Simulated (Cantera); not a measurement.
Gas mixture: N2O = 0.88 (molar parts), at 7.60 atm, frozen composition.

Cantera's kinetic-theory transport with the Lennard-Jones parameters of GRI-Mech 3.0, ideal gas; thermal conductivity in the multicomponent form. The composition is frozen, though it would react at the higher temperatures.

D: mixture-averaged diffusion coefficient of that species in the mixture.

```csv
T (K),ρ (kg/m³),cp (J/kg/K),μ (µPa s),λ (mW/m/K),Pr,D (cm²/s) H2,D (cm²/s) NO,D (cm²/s) H
400,10.2,970.3,19.5,25.3,0.746,0.142,0.0340,0.218
650,6.27,1127,29.1,44.1,0.744,0.324,0.0795,0.519
900,4.53,1227,(withheld),(withheld),0.741,(withheld),(withheld),(withheld)
1150,3.54,1285,44.1,76.8,0.738,0.841,0.209,1.38
1400,2.91,1327,50.5,91.0,0.736,1.17,0.291,1.92
1650,2.47,1359,(withheld),(withheld),0.734,(withheld),(withheld),(withheld)
1900,2.15,1384,61.9,117,0.733,1.93,0.484,3.20
```

Q: Fill in the missing entries.

A: 
- 900, μ (µPa s): 37.1
- 900, λ (mW/m/K): 61.4
- 900, D (cm²/s) H2: 0.559
- 900, D (cm²/s) NO: 0.139
- 900, D (cm²/s) H: 0.910
- 1650, μ (µPa s): 56.4
- 1650, λ (mW/m/K): 104
- 1650, D (cm²/s) H2: 1.53
- 1650, D (cm²/s) NO: 0.383
- 1650, D (cm²/s) H: 2.53
